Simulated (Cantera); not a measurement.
Charge: 1 mol toluene, 2 mol CO₂, 1.3 mol H₂, at 0.00800 bar.

These are equilibrium values from Cantera (NASA tables, ideal gas, pure condensed phases), not measurements of a reactor. Candidate condensed phases: C, C₆H₆, C₇H₈, C₈H₁₈, H₂O; 131 gas species. Ions and electrons are included (thermal ionisation). Rates play no part.

Problem. Which condensed phases are stable at each of these points (T (K)): 3000, 3250, 3500, 3750, 4000, 4250, 4500, 4750, 5000?

Solution. 
| T (K) | condensed phases | C condensed (%) |
|---|---|---|
| 3000 | C(graphite) | 30.9 |
| 3250 | gas only | 0.0 |
| 3500 | gas only | 0.0 |
| 3750 | gas only | 0.0 |
| 4000 | gas only | 0.0 |
| 4250 | gas only | 0.0 |
| 4500 | gas only | 0.0 |
| 4750 | gas only | 0.0 |
| 5000 | gas only | 0.0 |

At 3000 K the condensed part is C(graphite). From 3250 K to 5000 K nothing is condensed.
